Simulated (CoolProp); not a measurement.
Vapour-liquid equilibrium of CH2F2 (R32) (1) + propylene (2) at -32.15 °C; x and y are mole fractions of (1).

Values from CoolProp's multi-fluid Helmholtz-energy mixture model, Tillner-Roth 1997 and Lemmon 2013; pair parameters Bell 2016.

| x | bubble pressure (MPa) | y at the bubble point | dew pressure at overall composition x (MPa) | liquid density (mol/L) |
|---|---|---|---|---|
| 0.05 | 0.2309 | 0.187 | 0.2033 | 14.24 |
| 0.125 | 0.2701 | 0.341 | 0.2177 | 14.58 |
| 0.2 | 0.2960 | 0.429 | 0.2339 | 14.94 |
| 0.275 | 0.3126 | 0.485 | 0.2522 | 15.34 |
| 0.35 | 0.3230 | 0.523 | 0.2726 | 15.77 |
| 0.425 | 0.3291 | 0.552 | 0.2948 | 16.26 |
| 0.5 | 0.3325 | 0.574 | 0.3169 | 16.79 |
| 0.575 | 0.3339 | 0.594 | 0.3326 | 17.38 |
| 0.65 | 0.3336 | 0.615 | 0.3297 | 18.04 |
| 0.725 | 0.3312 | 0.640 | 0.3142 | 18.77 |
| 0.8 | 0.3250 | 0.677 | 0.2958 | 19.59 |
| 0.875 | 0.3115 | 0.736 | 0.2776 | 20.50 |
| 0.95 | 0.2834 | 0.851 | 0.2606 | 21.51 |

y crosses x between x = 0.575 and 0.65: the model has an azeotrope there.

Pair parameters are fitted to limited data, so mixtures are less certain than the pure fluids. With so large a gap from Raoult's law the liquid may split in two, which this calculation doesn't test in full.
